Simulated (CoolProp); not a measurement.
Vapour-liquid equilibrium of cis-2-butene (1) + ethanol (2) at 7.48 bar; x and y are mole fractions of (1).

Computed with CoolProp (multi-fluid Helmholtz-energy mixture model, Lemmon 2005 and Schroeder 2014; pair parameters Bell 2016).

```tsv
x	bubble temperature, mixture model (K)	bubble temperature, Raoult's law (K)	y, mixture model	y, Raoult's law
0.05	398.2	407.4	0.339	0.178
0.2	…	392.7	…	0.550
0.35	…	379.8	…	0.756
0.5	350.1	368.9	0.890	0.871
0.65	349.1	359.8	0.898	0.935
0.8	347.2	352.1	0.918	0.972
0.95	…	345.6	…	0.995
```

Problem. What belongs in the gaps?

Solution. 
- 0.2, bubble temperature, mixture model (K): 364.6
- 0.2, y, mixture model: 0.792
- 0.35, bubble temperature, mixture model (K): 352.8
- 0.35, y, mixture model: 0.874
- 0.95, bubble temperature, mixture model (K): 344.5
- 0.95, y, mixture model: 0.970

The largest gap from Raoult's law is -28.1 K in bubble temperature, at x = 0.2. No azeotrope shows between x = 0.05 and 0.95.

Pair parameters are fitted to limited data, so mixtures are less certain than the pure fluids. With so large a gap from Raoult's law the liquid may split in two, which this calculation doesn't test in full.
